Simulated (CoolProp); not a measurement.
Vapour-liquid equilibrium of propane (1) + cyclohexane (2) at 17.15 °C; x and y are mole fractions of (1).

Values from CoolProp's multi-fluid Helmholtz-energy mixture model, Lemmon 2009 and Zhou 2014; pair parameters Bell 2016.

Give the bubble pressure and the first vapour's composition at x = 0.05, 0.2, 0.5. Is there an azeotrope?

x = 0.05: 0.5613 bar, y = 0.843; x = 0.2: 1.905 bar, y = 0.958; x = 0.5: 4.203 bar, y = 0.985. No azeotrope shows between x = 0.05 and 0.95.

Pair parameters are fitted to limited data, so mixtures are less certain than the pure fluids. The gap from Raoult's law changes sign with composition, which may be real or a fault of the pair parameters; it wasn't checked against measurements.
